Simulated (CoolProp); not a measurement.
Dodecamethylcyclohexasiloxane (D6) along the isobar 689 kPa: Z from the reference equation and from simpler models built on Tc = 372.6 °C, pc = 961.4 kPa, ω = 0.736; each cubic takes its own stable root.

Values from CoolProp's reference Helmholtz-energy equation of state, Colonna 2008. It is a short technical equation, of lower accuracy than the large ones.

```
T (°C)   phase  reference
------  ------  ---------
75.25   liquid     0.1157
81.45   liquid     0.1145
87.65   liquid     0.1134
93.85   liquid     0.1123
100.05  liquid     0.1113
106.35  liquid     0.1103
112.55  liquid     0.1094
118.75  liquid     0.1086
124.95  liquid     0.1077
131.15  liquid     0.1070
```

**Question.** How far does each simpler model (van der Waals, Soave-Redlich-Kwong, Peng-Robinson) lie from the reference over these 10 states: mean and median of the absolute difference, and the worst?

**Answer.** 
- van der Waals: mean 75.5 %, median 75.5 %, worst +77.1 % at 75.25 °C and 689 kPa
- Soave-Redlich-Kwong: mean 11.1 %, median 11.1 %, worst +12.4 % at 75.25 °C and 689 kPa
- Peng-Robinson: mean 1.1 %, median 1.1 %, worst -2.3 % at 131.15 °C and 689 kPa
